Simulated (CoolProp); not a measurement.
Vapour-liquid equilibrium of acetone (1) + n-nonane (2) at 0.144 MPa; x and y are mole fractions of (1).

Values from CoolProp's multi-fluid Helmholtz-energy mixture model, Lemmon 2006 and Lemmon 2006; pair parameters Bell 2016.

| x | bubble temperature (°C) | y at the bubble point | dew temperature at overall composition x (°C) | liquid density (mol/L) |
|---|---|---|---|---|
| 0.05 | 132.6 | 0.577 | 162.4 | 5.020 |
| 0.2 | 91.7 | 0.901 | 155.5 | 5.840 |
| 0.35 | 80.7 | 0.941 | 147.6 | 6.583 |
| 0.5 | 76.7 | 0.953 | 138.3 | 7.437 |
| 0.65 | 74.2 | 0.962 | 126.4 | 8.506 |
| 0.8 | 71.5 | 0.973 | 109.7 | 9.916 |
| 0.95 | 68.1 | 0.991 | 77.7 | 11.86 |

No azeotrope shows between x = 0.05 and 0.95.

Pair parameters are fitted to limited data, so mixtures are less certain than the pure fluids. With so large a gap from Raoult's law the liquid may split in two, which this calculation doesn't test in full.
